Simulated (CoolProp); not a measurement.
Model: reference Helmholtz-energy equation of state, Lemmon 2006, in CoolProp. It is a short technical equation, of lower accuracy than the large ones.

For C2F6 (R116), give the phase and the cp (kJ/(kg K)), speed of sound (m/s), Joule-Thomson coefficient (K/MPa), Prandtl number at 30.25 °C and 0.101 MPa; 54.55 °C and 0.101 MPa.


- 30.25 °C and 0.101 MPa: gas; cp 0.784, speed of sound 140, Joule-Thomson coefficient 7.86, Prandtl number 0.741
- 54.55 °C and 0.101 MPa: gas; cp 0.819, speed of sound 145, Joule-Thomson coefficient 6.37, Prandtl number 0.742

Viscosity comes from a separate model (Huber 2003), an estimate that may be off by 10 % or more. Thermal conductivity comes from a separate model (Huber 2003), an estimate that may be off by 10 % or more.
